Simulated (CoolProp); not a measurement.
Saturation properties of hexamethyldisiloxane (MM).

Model: reference Helmholtz-energy equation of state, Thol 2016, in CoolProp.

```json
[
 {"T (K)": "372", "p (bar)": "0.9654", "liquid density (kg/m³)": "676.9", "vapour density (kg/m³)": "5.399", "enthalpy of vaporisation (kJ/kg)": "193.6", "surface tension (mN/m)": "9.18"},
 {"T (K)": "387.9", "p (bar)": "1.504", "liquid density (kg/m³)": "657.2", "vapour density (kg/m³)": "8.267", "enthalpy of vaporisation (kJ/kg)": "185.0", "surface tension (mN/m)": "7.94"},
 {"T (K)": "403.8", "p (bar)": "2.250", "liquid density (kg/m³)": "636.5", "vapour density (kg/m³)": "12.25", "enthalpy of vaporisation (kJ/kg)": "175.8", "surface tension (mN/m)": "6.73"},
 {"T (K)": "419.6", "p (bar)": "3.242", "liquid density (kg/m³)": "614.7", "vapour density (kg/m³)": "17.64", "enthalpy of vaporisation (kJ/kg)": "165.9", "surface tension (mN/m)": "5.58"},
 {"T (K)": "435.5", "p (bar)": "4.545", "liquid density (kg/m³)": "590.9", "vapour density (kg/m³)": "24.98", "enthalpy of vaporisation (kJ/kg)": "154.9", "surface tension (mN/m)": "4.46"},
 {"T (K)": "451.4", "p (bar)": "6.212", "liquid density (kg/m³)": "564.8", "vapour density (kg/m³)": "34.95", "enthalpy of vaporisation (kJ/kg)": "142.5", "surface tension (mN/m)": "3.41"},
 {"T (K)": "467.3", "p (bar)": "8.311", "liquid density (kg/m³)": "535.3", "vapour density (kg/m³)": "48.73", "enthalpy of vaporisation (kJ/kg)": "128.3", "surface tension (mN/m)": "2.42"},
 {"T (K)": "483.1", "p (bar)": "10.90", "liquid density (kg/m³)": "500.7", "vapour density (kg/m³)": "68.39", "enthalpy of vaporisation (kJ/kg)": "111.2", "surface tension (mN/m)": "1.52"}
]
```

It boils at 373.7 K under 1 atm.

Surface tension comes from a separate correlation (Mulero 2014), older than this fluid's equation and unchecked against measurements.
